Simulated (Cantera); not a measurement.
## Thermodynamics of halide evaporation, hydrolysis and transport, feed SrCl2 + HCl + N2

Charge: 1 mol SrCl2, 0.069 mol HCl, 0.64 mol N2, equilibrated at 22000 Pa.

Equilibrium computed with Cantera from the NASA thermochemical tables; the gas is ideal and each condensed phase is pure. Candidate condensed phases: NH4Cl, Sr, SrCl2; 15 gas species. Kinetics and transport are ignored.

From 1200 K to 1950 K the condensed part is SrCl2(l). At 2025 K nothing is condensed. The main Sr-bearing gas is SrCl2 throughout.

```csv
T (K),x N2,x SrCl2,x HCl,x Cl,x H2,n SrCl2(l)
1200,0.903,5.58e-6,0.0973,1.26e-5,7.89e-6,1.000
1275,0.903,3.25e-5,0.0973,3.09e-5,1.76e-5,1.000
1350,0.903,0.000153,0.0972,6.79e-5,3.67e-5,1.000
1425,0.902,0.000602,0.0971,0.000137,7.17e-5,1.000
1500,0.901,0.00203,0.0968,0.000255,0.000132,0.999
1575,0.897,0.00604,0.0963,0.000448,0.000228,0.996
1650,0.888,0.0160,0.0950,0.000744,0.000376,0.988
1725,0.867,0.0387,0.0923,0.00117,0.000586,0.971
1800,0.824,0.0860,0.0871,0.00173,0.000862,0.933
1875,0.741,0.177,0.0775,0.00239,0.00118,0.847
1950,0.591,0.343,0.0608,0.00296,0.00142,0.628
2025,0.374,0.584,0.0374,0.00307,0.00138,0
```
x: gas mole fraction; n: condensed amount in mol.
